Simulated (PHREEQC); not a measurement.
Consider water at 25 °C with 0.73 mol/kgw NaCl, 0.14 mol/kgw K2SO4 and 1.7 mol/kgw KBr. Closed to the air; pH follows from the charge balance.

Computed with PHREEQC (Pitzer model, pitzer.dat).

This is a speciation only: nothing precipitates in the calculation.

### Question
What activity of water, density does the model give?

### Answer
activity of water 0.915; density 1.169 g/cm³.
